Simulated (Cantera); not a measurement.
**Low-pressure radical oxidation in H2/O2**

An isothermal, constant-pressure homogeneous reactor starts with H2 : O2 : N2 = 0.25 : 1 : 1.6 (molar parts), equivalence ratio 0.12, at 1275 K and 0.00360 bar.

Detailed kinetics in Cantera: the H2/O2 subset of GRI-Mech 3.0, which has no nitrogen chemistry. Radical loss at walls, strong at low pressure, is not modelled. The temperature is held fixed by assumption; the heat of reaction is taken as removed at once.

```csv
t (s),x H2,x O2,x OH,x H2O2,x H2O,x HO2
0.000800,0.0877,0.351,1.42e-8,3.25e-11,3.12e-8,2.32e-8
0.00187,0.0877,0.351,1.89e-7,1.75e-10,6.40e-7,5.44e-8
0.00439,0.0875,0.351,5.06e-5,9.70e-10,0.000186,1.71e-7
0.0103,0.00540,0.299,0.00599,2.77e-8,0.0645,5.32e-7
0.0241,0.00408,0.297,0.00541,2.33e-8,0.0670,5.26e-7
0.0566,0.00396,0.298,0.00533,2.37e-8,0.0681,5.29e-7
0.133,0.00368,0.300,0.00516,2.47e-8,0.0707,5.34e-7
0.311,0.00307,0.304,0.00474,2.65e-8,0.0756,5.39e-7
0.728,0.00194,0.311,0.00381,2.81e-8,0.0827,5.22e-7
1.71,0.000728,0.317,0.00236,2.46e-8,0.0886,4.20e-7
4.00,0.000159,0.320,0.00111,1.44e-8,0.0909,2.17e-7
```
x: mole fraction; the columns are a selection and need not sum to one.

Equilibrium at this temperature and pressure: H2 1.50e-7, O2 0.321, OH 3.41e-5, H2O2 1.41e-10, H2O 0.0917, HO2 9.49e-9 (gas phase only).
